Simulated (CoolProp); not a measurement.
Saturation properties of R1224YDZ.

Model: reference Helmholtz-energy equation of state, Akasaka 2023, in CoolProp.

| T (K) | p (kPa) | liquid density (kg/m³) | vapour density (kg/m³) | liquid cp (kJ/(kg K)) |
|---|---|---|---|---|
| 303.1 | 175.2 | 1346 | 11.10 | 1.160 |
| 307.7 | 204.4 | 1333 | 12.86 | 1.170 |
| 312.3 | 237.3 | 1320 | 14.83 | 1.180 |
| 316.9 | 274.0 | [?] | 17.03 | 1.191 |
| 321.5 | 314.9 | 1293 | 19.48 | [?] |
| 326.1 | 360.3 | [?] | 22.21 | 1.214 |
| 330.6 | 409.3 | [?] | 25.17 | 1.226 |
| 335.2 | 464.5 | 1250 | 28.52 | 1.239 |
| 339.8 | 525.1 | 1235 | 32.22 | 1.253 |
| 344.4 | 591.4 | [?] | 36.32 | 1.267 |

Q: Some entries are withheld; supply them.

A: 
- 316.9, liquid density (kg/m³): 1306
- 321.5, liquid cp (kJ/(kg K)): 1.202
- 326.1, liquid density (kg/m³): 1279
- 330.6, liquid density (kg/m³): 1265
- 344.4, liquid density (kg/m³): 1220

It boils at 288.0 K under 1 atm.
